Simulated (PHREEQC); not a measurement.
PHREEQC input (ion-association model, wateq4f.dat):

```
SOLUTION_MASTER_SPECIES
  An  An-  0  An  62.0  # stands for a non-complexing anion
SOLUTION_SPECIES
  An- = An-
    -log_k 0
    -gamma 3.0 0
PHASES
  Fix_H+
    H+ = H+
    -log_k 0
SOLUTION 1
  temp 25
  units mmol/kgw
  pH 7 charge
  Cl 0.052
  Mg 0.026
  Na 1
  An 1
END
SELECTED_OUTPUT 1
  -reset false
  -pH true
  -pe true
  -ionic_strength true
  -water true
  -totals Cl Mg Na
  -molalities Hfo_wOH Hfo_wOH2+ Hfo_wO- Hfo_sOH Hfo_sOH2+ Hfo_sO- Hfo_wOMg+
  -saturation_indices Brucite Halite
USER_PUNCH 1
  -headings sigma psi
  10 PUNCH EDL("sigma", "Hfo"), EDL("psi", "Hfo")
PRINT
  -reset false
USE solution 1
SURFACE 1
  Hfo_wOH 0.0018427 600 0.82
  Hfo_sOH 4.60674e-05
EQUILIBRIUM_PHASES 1
  Fix_H+ -3 HAn 10
    -force_equality true
  O2(g) -0.68 10
END
# ... the last block is repeated for the other 12 points of pH, with NaOH or the acid as the point needs
```

Selected output (columns that matter, 13 of 13 rows; pH added in front):

```
pH	mu	Mg	Na	m_Hfo_wOH	m_Hfo_wOH2+	m_Hfo_wO-	m_Hfo_sOH	m_Hfo_sOH2+	m_Hfo_sO-	m_Hfo_wOMg+	si_Brucite	si_Halite	sigma	psi
3	0.0028147	2.6e-05	0.001	0.00050456	0.0013338	4.3727e-06	1.2614e-05	3.3344e-05	1.0932e-07	3.5633e-14	-15.523	-8.9165	0.26725	0.22881
3.5	0.0018927	2.6e-05	0.001	0.0008631	0.00096186	1.7742e-05	2.1577e-05	2.4046e-05	4.4356e-07	2.6679e-13	-14.507	-8.9079	0.18979	0.22142
4	0.0015105	2.6e-05	0.001	0.0011181	0.00068265	4.1953e-05	2.7952e-05	1.7066e-05	1.0488e-06	1.9292e-12	-13.499	-8.9037	0.1288	0.2073
4.5	0.0013272	2.6e-05	0.001	0.0012715	0.00049666	7.4569e-05	3.1787e-05	1.2416e-05	1.8642e-06	1.4176e-11	-12.495	-8.9014	0.084851	0.1892
5	0.0012262	2.6e-05	0.001	0.0013528	0.00037948	0.00011047	3.3819e-05	9.4869e-06	2.7618e-06	1.0895e-10	-11.492	-8.9001	0.054078	0.16812
5.5	0.0011661	2.5999e-05	0.001	0.0013905	0.00030883	0.00014341	3.4761e-05	7.7208e-06	3.5853e-06	8.8981e-10	-10.491	-8.8993	0.033254	0.14454
6	0.0011294	2.5992e-05	0.001	0.0014059	0.00026754	0.00016925	3.5148e-05	6.6884e-06	4.2313e-06	7.7236e-09	-9.4896	-8.8988	0.01976	0.11894
6.5	0.001107	2.593e-05	0.001	0.0014116	0.00024367	0.00018734	3.5292e-05	6.092e-06	4.6837e-06	7.0273e-08	-8.49	-8.8985	0.011338	0.091864
7	0.0010919	2.5352e-05	0.001	0.0014132	0.00022942	0.00019942	3.5343e-05	5.7376e-06	4.9873e-06	6.4751e-07	-7.4994	-8.8983	0.0061582	0.063863
7.5	0.0010701	2.0913e-05	0.001	0.0014105	0.0002182	0.00020889	3.5361e-05	5.4701e-06	5.2366e-06	5.0867e-06	-6.5825	-8.898	0.0028699	0.035525
8	0.0010596	7.9213e-06	0.0010344	0.0014004	0.00020465	0.00021954	3.5358e-05	5.167e-06	5.5428e-06	1.8079e-05	-6.0039	-8.8831	0.00055257	0.0074091
8.5	0.0010605	1.1408e-06	0.0010612	0.0013945	0.00019554	0.00022781	3.5339e-05	4.9554e-06	5.7732e-06	2.4859e-05	-5.8458	-8.872	-0.0016141	-0.021109
9	0.0010736	1.2345e-07	0.0010843	0.0013927	0.00018868	0.00023548	3.5312e-05	4.7842e-06	5.9709e-06	2.5877e-05	-5.8129	-8.8629	-0.0043372	-0.049802
```

Complexes and solids missing from the database can't appear. The oxide is taken as insoluble; below pH 4 it would dissolve.
